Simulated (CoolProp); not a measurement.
Saturation properties of methane (Tc = 190.6 K, pc = 4.599 MPa, ω = 0.011).

The numbers come from the reference Helmholtz-energy equation of state, Setzmann 1991 in CoolProp.

```tsv
T (K)	p (MPa)	enthalpy of vaporisation (kJ/kg)	liquid cp (kJ/(kg K))	liquid viscosity (µPa s)	liquid conductivity (mW/(m K))
137	[?]	453.7	3.760	71.7	148
141.7	0.6994	440.1	3.846	66.1	141
146.5	0.8844	424.7	3.953	60.9	134
151.2	1.098	[?]	4.084	56.2	128
156	1.351	389.5	4.254	51.7	121
160.7	1.637	369.1	4.472	47.5	114
165.5	1.972	345.5	4.777	43.3	107
170.2	2.345	319.1	5.210	39.4	100
175	[?]	[?]	5.910	35.4	[?]
179.7	3.253	249.6	7.174	[?]	86.1
184.5	3.801	198.5	10.44	26.9	79.1
```

Q: Fill in the missing entries.

A: 
- 137, p (MPa): 0.5472
- 151.2, enthalpy of vaporisation (kJ/kg): 408.2
- 175, p (MPa): 2.777
- 175, enthalpy of vaporisation (kJ/kg): 287.4
- 175, liquid conductivity (mW/(m K)): 93.2
- 179.7, liquid viscosity (µPa s): 31.4

It boils at 111.7 K under 1 atm.

Viscosity comes from a separate model (Quiñones-Cisneros 2006). Thermal conductivity comes from a separate model (Friend 1989).
